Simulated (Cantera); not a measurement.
An adiabatic, constant-pressure homogeneous reactor starts with H2 : O2 : N2 = 1 : 1.56 : 5.88 (molar parts), equivalence ratio 0.32, at 1600 K and 3750 Torr. Integrator tolerance rtol = 1e-08.

Computed with Cantera and the H2/O2 subset of GRI-Mech 3.0, which has no nitrogen chemistry. The hydrogen kinetics of GRI-Mech 3.0 are dated; newer H2 mechanisms differ, most at raised pressure.

What does this change do: initial temperature 1600 to 1748 K?


| quantity | before | after |
|---|---|---|
| time of steepest temperature rise | 2.44 µs | 1.69 µs |
| temperature at 4.00 s | 2386 K | 2504 K |
| equilibrium temperature | 2386 K | 2504 K |
| x(H2) at 4.00 s | 0.000504 (gas-phase equilibrium 0.000504) | 0.000905 (gas-phase equilibrium 0.000905) |
| x(O2) at 4.00 s | 0.131 (gas-phase equilibrium 0.131) | 0.130 (gas-phase equilibrium 0.130) |
| x(OH) at 4.00 s | 0.00654 (gas-phase equilibrium 0.00654) | 0.00952 (gas-phase equilibrium 0.00952) |
| x(H2O2) at 4.00 s | 5.37e-7 (gas-phase equilibrium 5.37e-7) | 6.85e-7 (gas-phase equilibrium 6.85e-7) |
| x(H2O) at 4.00 s | 0.122 (gas-phase equilibrium 0.122) | 0.120 (gas-phase equilibrium 0.120) |
| x(O) at 4.00 s | 0.00131 (gas-phase equilibrium 0.00131) | 0.00239 (gas-phase equilibrium 0.00239) |

What does this change do: initial temperature 1600 to 1475 K?


| quantity | before | after |
|---|---|---|
| time of steepest temperature rise | 2.44 µs | 3.63 µs |
| temperature at 4.00 s | 2386 K | 2281 K |
| equilibrium temperature | 2386 K | 2281 K |
| x(H2) at 4.00 s | 0.000504 (gas-phase equilibrium 0.000504) | 0.000284 (gas-phase equilibrium 0.000284) |
| x(O2) at 4.00 s | 0.131 (gas-phase equilibrium 0.131) | 0.132 (gas-phase equilibrium 0.132) |
| x(OH) at 4.00 s | 0.00654 (gas-phase equilibrium 0.00654) | 0.00452 (gas-phase equilibrium 0.00452) |
| x(H2O2) at 4.00 s | 5.37e-7 (gas-phase equilibrium 5.37e-7) | 4.22e-7 (gas-phase equilibrium 4.22e-7) |
| x(H2O) at 4.00 s | 0.122 (gas-phase equilibrium 0.122) | 0.123 (gas-phase equilibrium 0.123) |
| x(O) at 4.00 s | 0.00131 (gas-phase equilibrium 0.00131) | 0.000726 (gas-phase equilibrium 0.000726) |
